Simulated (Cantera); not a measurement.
Input: 1 mol MgSO₄, 0.053 mol H₂, 0.56 mol CO₂, held at 1.00 bar.

Method: chemical equilibrium by Gibbs-energy minimisation in Cantera with the NASA 1993 tables (ideal gas, pure condensed phases). Candidate condensed phases: C, C₆H₆, C₇H₈, C₈H₁₈, H₂O, H₂SO₄, Mg, MgCO₃, MgO, Mg(OH)₂, MgS, MgSO₄, S; 130 gas species. Mutual solubility and eutectic melting of coexisting phases are not modelled. Kinetics and transport are ignored.

log p: log10 of the partial pressure in bar; n: condensed amount in mol.

```
T (°C)  log p CO₂  log p SO₂  log p O₂  log p H₂O  log p SO₃  log p OH  log p CO  n MgO(s)  n MgSO₄(s)
------  ---------  ---------  --------  ---------  ---------  --------  --------  --------  ----------
527         -0.07      -1.10      <-12      -1.10      -8.95      <-12     -4.60    0.0525       0.947
627         -0.08      -1.10      <-12      -1.10        ___       ___       ___    0.0530       0.947
727         -0.08      -1.10       ___      -1.10        ___       ___       ___    0.0530       0.947
827         -0.08      -1.10     -5.35      -1.10      -3.98     -7.39     -6.27    0.0531       0.947
927         -0.08      -1.07     -2.48      -1.10      -2.90     -6.03     -6.60    0.0583       0.942
1027        -0.24      -0.59     -0.99      -1.27      -1.99     -5.19     -6.56     0.264       0.736
1127        -0.57      -0.33     -0.65      -1.59      -1.85     -4.80     -6.25      1.00           0
1227        -0.57      -0.33     -0.65      -1.59      -2.08     -4.40     -5.55      1.00           0
1327        -0.57      -0.32     -0.65      -1.59      -2.28     -4.04     -4.95      1.00           0
1427        -0.57      -0.32     -0.65      -1.60      -2.46     -3.73     -4.41      1.00           0
1527        -0.57      -0.32     -0.65      -1.60      -2.62     -3.45     -3.93      1.00           0
1627        -0.57      -0.32     -0.65      -1.60      -2.77     -3.20     -3.51     1.000           0
1727        -0.57      -0.32     -0.65      -1.60      -2.89     -2.98     -3.13     1.000           0
1827        -0.57      -0.32     -0.65      -1.61      -3.01     -2.78     -2.79     1.000           0
```

Question: What belongs in the gaps?

Answer: 
- 727, log p O₂: -8.90
- 727, log p SO₃: -5.29
- 727, log p OH: -9.04
- 727, log p CO: -5.84
- 627, log p SO₃: -6.91
- 627, log p OH: -11.08
- 627, log p CO: -5.30
